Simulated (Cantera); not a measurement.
Input: 1 mol CH3SiH3, 0.042 mol CH4, 870 mol H2, 0.056 mol C3H8, equilibrated at 2498 K and 0.00380 bar.

Cantera equilibrium calculation (NASA polynomials, part measured and part estimated; ideal gas, pure solids and liquids). Candidate condensed phases: C, C6H6, C7H8, C8H18, Si, SiC; 87 gas species. The feed counts by its element totals alone. The numbers say what is thermodynamically allowed, not how fast it happens.

Base state: H2 0.668, H 0.330, Si 0.000924, C2H2 (acetylene) 0.000529, C2H 1.87e-5, SiC2 1.76e-5, SiH 1.23e-5, C 1.16e-5 (mole fractions); condensed: gas only.

Q: What changes in the equilibrium state with this change: temperature from 2498 K to 1398.15 K?

A: 
| species | before | after |
|---|---|---|
| H2 | 0.668 | 1.000 |
| H | 0.330 | 7.69e-5 |
| CH4 | 6.93e-8 | 1.66e-5 |
| Si | 0.000924 | <1e-9 |
| C2H | 1.87e-5 | <1e-9 |
| SiC2 | 1.76e-5 | <1e-9 |
| SiH | 1.23e-5 | <1e-9 |
| C | 1.16e-5 | <1e-9 |
| C2H2 (acetylene) | 0.000529 | 2.46e-6 |
| C(graphite), mol | 0 | 0.191 |
| SiC(s), mol | 0 | 1.000 |
